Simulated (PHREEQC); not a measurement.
Dissolve 32 mmol/kgw CuCl2 at 25 °C. Closed to the air; pH follows from the charge balance.

All values are PHREEQC results (ion-association model, wateq4f.dat), not measurements.

This is a speciation only: nothing precipitates in the calculation.

Order these Cu species by the share of Cu that they hold, largest first: CuCl+, Cu+2, CuCl2, Cu2(OH)2+2.

Cu+2 (93 %), CuCl+ (6.3 %), CuCl2 (0.12 %), Cu2(OH)2+2 (0.10 %)

The pH is 4.49 and the ionic strength 0.0918 mol/kgw. The solution is supersaturated, for example in Atacamite, so a real one may precipitate; this is no full list.
